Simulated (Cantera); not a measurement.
# Si + HCl + H2 + Cl2 (chlorosilane synthesis and conversion)

Charge: 1 mol Si, 3.6 mol HCl, 18 mol H2, 1.9 mol Cl2, equilibrated at 20.0 bar.

Method: chemical equilibrium by Gibbs-energy minimisation in Cantera with the NASA 1993 tables (ideal gas, pure condensed phases). Candidate condensed phases: Si; 19 gas species. The tables' values for SiCl3 are old estimates; treat these amounts as uncertain. Kinetics and transport are ignored.

From 823 K to 1473 K nothing is condensed. The main Si-bearing gas is SiCl4 throughout.

```tsv
T (K)	log p H2	log p HCl	log p SiCl4	log p SiHCl3	log p SiCl3	log p SiCl2	log p SiH2Cl2
823	1.21	0.48	-0.05	-2.25	-5.81	-9.62	-5.52
873	1.21	0.48	-0.06	-2.00	-5.18	-8.53	-4.99
923	1.21	0.48	-0.06	-1.78	-4.61	-7.56	-4.52
973	1.21	0.48	-0.06	-1.59	-4.11	-6.70	-4.10
1023	1.21	0.49	-0.07	-1.42	-3.66	-5.92	-3.73
1073	1.21	0.49	-0.08	-1.27	-3.26	-5.23	-3.40
1123	1.20	0.49	-0.09	-1.14	-2.89	-4.60	-3.11
1173	1.20	0.49	-0.10	-1.03	-2.57	-4.04	-2.84
1223	1.20	0.50	-0.12	-0.92	-2.27	-3.52	-2.61
1273	1.20	0.50	-0.14	-0.84	-2.01	-3.06	-2.40
1323	1.20	0.51	-0.16	-0.76	-1.77	-2.64	-2.21
1373	1.20	0.52	-0.19	-0.70	-1.55	-2.26	-2.05
1423	1.20	0.52	-0.22	-0.66	-1.37	-1.91	-1.91
1473	1.20	0.53	-0.26	-0.62	-1.20	-1.61	-1.79
```
log p: log10 of the partial pressure in bar; nothing condenses.
